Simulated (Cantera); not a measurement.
A closed system holds: 1 mol BN, 7 mol NF3, at 13.3 mbar.

Equilibrium computed with Cantera from the NASA thermochemical tables; the gas is ideal and each condensed phase is pure. Candidate condensed phases: B, BN; 13 gas species. Equilibrium is a limit: real reactors are often held back by kinetics, nucleation or transport.

Problem. At 723 K, list the 5 most abundant gas species with their mole fractions, and the condensed phases.

Solution. F2 0.403, NF3 0.268, N2 0.227, BF3 0.0901, F 0.0124. Condensed: gas only.
